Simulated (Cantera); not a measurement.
# Premixed flame

A freely propagating, adiabatic, planar premixed flame of CH4 : O2 : N2 = 1 : 1.82 : 6.84 (molar parts), equivalence ratio 1.1, unburnt at 625 K and 180000 Pa; mixture-averaged transport, grid criteria slope 0.08 and curve 0.16, no radiation.

Model: GRI-Mech 3.0 (53 species, 325 reactions), integrated in Cantera. Burning velocities carry a grid error of a few per cent, more on coarse grids.

```tsv
z (mm)	T (K)	u (m/s)	x CH4	x O2	x HO2	x OH	x CH3	x CO2
-0.601	625	1.20	0.103	0.188	7.30e-8	<1e-8	2.28e-8	1.22e-7
-0.400	627	1.20	0.103	0.188	1.10e-6	<1e-8	3.01e-7	2.74e-6
-0.300	635	1.22	0.102	0.187	6.58e-6	1.67e-8	1.69e-6	2.30e-5
-0.200	697	1.35	0.0970	0.181	4.89e-5	8.18e-7	1.62e-5	0.000296
-0.100	1089	2.14	0.0691	0.148	0.000152	3.87e-5	0.000514	0.00414
-0.0500	1503	2.99	0.0380	0.105	0.000191	0.000358	0.00253	0.0113
0	1891	3.80	0.00935	0.0559	0.000100	0.00240	0.00295	0.0235
0.0500	2062	4.14	0.000763	0.0268	1.83e-5	0.00657	0.000482	0.0372
0.100	2111	4.23	3.17e-5	0.0165	7.29e-6	0.00889	2.46e-5	0.0477
0.200	2160	4.30	6.52e-8	0.0115	4.94e-6	0.00948	5.80e-8	0.0575
0.400	2221	4.40	<1e-8	0.00895	3.53e-6	0.00888	<1e-8	0.0623
0.801	2287	4.52	<1e-8	0.00661	2.32e-6	0.00771	<1e-8	0.0651
1.60	2345	4.61	<1e-8	0.00444	1.41e-6	0.00627	<1e-8	0.0678
```
x: mole fraction of selected species; z is measured from the peak of heat release.

```yaml
laminar_burning_velocity: 119 cm/s
thermal_thickness: 0.200 mm
peak x(HO2): 0.000191
peak x(OH): 0.00950
peak x(CH3): 0.00352
grid_points: 147
```
